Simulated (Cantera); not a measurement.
Feed: 1 mol SiC, 0.21 mol N2O, 190 mol H2, 0.079 mol CO2, equilibrated at 1798.15 K and 32.0 mbar.

Cantera equilibrium calculation (NASA polynomials, part measured and part estimated; ideal gas, pure solids and liquids). Candidate condensed phases: C, C6H6, C7H8, C8H18, H2O, Si, SiC, SiO2, Si2N2O, Si3N4; 151 gas species. The numbers say what is thermodynamically allowed, not how fast it happens.

Base state: H2 0.995, H 0.00197, CO 0.00118, N2 0.00109, SiO 0.000751, Si 2.48e-5, HCN 1.87e-5 (mole fractions); condensed: SiC(s).

### Question
What changes in the equilibrium state with this change: SiC replaced by Si?

### Answer
| species | before | after |
|---|---|---|
| H2 | 0.995 | 0.995 |
| H | 0.00197 | 0.00197 |
| SiO | 0.000751 | 0.00175 |
| CO | 0.00118 | 0.000180 |
| Si | 2.48e-5 | 9.66e-5 |
| SiH | 5.07e-6 | 1.98e-5 |
| SiH2 | 7.54e-6 | 2.94e-5 |
| SiC(s), mol | 0.849 | 0.0433 |
| Si(l), mol | 0 | 0.594 |
Mutual solubility and eutectic melting of coexisting phases are not modelled. Gases not in the tables: Si2H6 and higher silanes.
